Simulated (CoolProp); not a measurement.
Methane along the isotherm 152 K: density (kg/m³) from the reference equation and from simpler models built on Tc = 190.6 K, pc = 45.99 bar, ω = 0.011; each cubic takes its own stable root.

Computed with CoolProp (reference Helmholtz-energy equation of state, Setzmann 1991).

```
p (bar)   phase  reference
-------  ------  ---------
0.218       gas     0.2776
0.414       gas     0.5286
0.784       gas      1.006
1.49        gas      1.932
2.82        gas      3.732
5.34        gas      7.371
10.1        gas      15.37
19.2     liquid      355.9
36.4     liquid      360.0
69       liquid      366.8
```

### Question
How far does each simpler model (van der Waals, Redlich-Kwong, Soave-Redlich-Kwong) lie from the reference over these 10 states: mean and median of the absolute difference, and the worst?

### Answer
- van der Waals: mean 10.1 %, median 1.4 %, worst -32.1 % at 152 K and 19.2 bar
- Redlich-Kwong: mean 0.9 %, median 0.0 %, worst -3.5 % at 152 K and 19.2 bar
- Soave-Redlich-Kwong: mean 1.1 %, median 0.1 %, worst -4.2 % at 152 K and 19.2 bar
